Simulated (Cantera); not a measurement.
**Hydrocarbon pyrolysis for carbon deposition**

An isothermal, constant-pressure homogeneous reactor starts with 4.00 % C2H6, 96.0 % N2, at 1623 K and 10.00 Torr.

Cantera simulation using GRI-Mech 3.0 (53 species, 325 reactions); the numbers are that mechanism's predictions, not measurements. GRI-Mech 3.0 stops at C3 and has no aromatics, soot or wall deposition, so with more carbon than oxygen in the feed, carbon stays in small species such as C2H2 where larger ones or solid carbon would form. Radical loss at walls, strong at low pressure, is not modelled.

```json
[
 {"t (s)": "9.00e-6", "x C2H6": "0.0399", "x CH2": "5.39e-10", "x C2H": "<1e-12", "x C2H2": "<1e-12", "x C2H4": "2.93e-8", "x H": "1.18e-7", "x CH3": "0.000210"},
 {"t (s)": "6.84e-5", "x C2H6": "0.0391", "x CH2": "2.33e-7", "x C2H": "<1e-12", "x C2H2": "9.84e-10", "x C2H4": "9.04e-6", "x H": "5.99e-6", "x CH3": "0.00156"},
 {"t (s)": "0.000520", "x C2H6": "0.0304", "x CH2": "1.90e-5", "x C2H": "8.70e-9", "x C2H2": "5.06e-5", "x C2H4": "0.00339", "x H": "0.000317", "x CH3": "0.00905"},
 {"t (s)": "0.00395", "x C2H6": "0.000411", "x CH2": "2.04e-5", "x C2H": "1.21e-6", "x C2H2": "0.0168", "x C2H4": "0.0135", "x H": "0.000791", "x CH3": "0.00396"},
 {"t (s)": "0.0300", "x C2H6": "6.64e-6", "x CH2": "1.32e-6", "x C2H": "3.80e-7", "x C2H2": "0.0314", "x C2H4": "0.00123", "x H": "0.000190", "x CH3": "0.000553"},
 {"t (s)": "0.228", "x C2H6": "1.20e-6", "x CH2": "2.63e-7", "x C2H": "1.85e-7", "x C2H2": "0.0335", "x C2H4": "7.84e-5", "x H": "9.24e-5", "x CH3": "0.000208"},
 {"t (s)": "1.73", "x C2H6": "3.24e-7", "x CH2": "1.44e-7", "x C2H": "1.93e-7", "x C2H2": "0.0352", "x C2H4": "2.17e-5", "x H": "9.91e-5", "x CH3": "0.000109"},
 {"t (s)": "13.2", "x C2H6": "9.52e-9", "x CH2": "3.92e-8", "x C2H": "2.86e-7", "x C2H2": "0.0368", "x C2H4": "3.72e-6", "x H": "0.000150", "x CH3": "2.02e-5"},
 {"t (s)": "100", "x C2H6": "1.02e-10", "x CH2": "4.39e-9", "x C2H": "3.11e-7", "x C2H2": "0.0370", "x C2H4": "3.30e-6", "x H": "0.000164", "x CH3": "2.08e-6"}
]
```
x: mole fraction; the columns are a selection and need not sum to one.

Equilibrium at this temperature and pressure: C2H6 3.43e-12, CH2 6.60e-10, C2H 9.03e-8, C2H2 0.0107, C2H4 9.58e-7, H 0.000164, CH3 3.11e-7 (gas phase only).
